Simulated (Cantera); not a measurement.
Source: NASA polynomial tables (part measured, part estimated), evaluated in Cantera. Values are per mole of reaction as written; species without (g) are pure solids or liquids, kept so even where they would boil at 1 bar. TaC: taken at fixed stoichiometry.

TaC + 2 O2(g) = TaO2(g) + CO2(g), with ΔH° = -450.3 kJ and ΔS° = 41.3 J/K at 300 K.

### Question
How far is the shortcut ΔG° ≈ ΔH°(300 K) − T·ΔS°(300 K) from the full temperature-dependent value at 1175, 1225, 1275, 1325, 1375 K?

### Answer
```
T (K)  shortcut (kJ)  full (kJ)  difference (kJ)  difference in log10 K
-----  -------------  ---------  ---------------  ---------------------
1175          -498.8     -490.0             -8.8                   0.39
1225          -500.9     -491.2             -9.6                   0.41
1275          -502.9     -492.5            -10.5                   0.43
1325          -505.0     -493.7            -11.3                   0.45
1375          -507.0     -494.8            -12.2                   0.46
```
The shortcut ignores the heat-capacity change of the reaction.
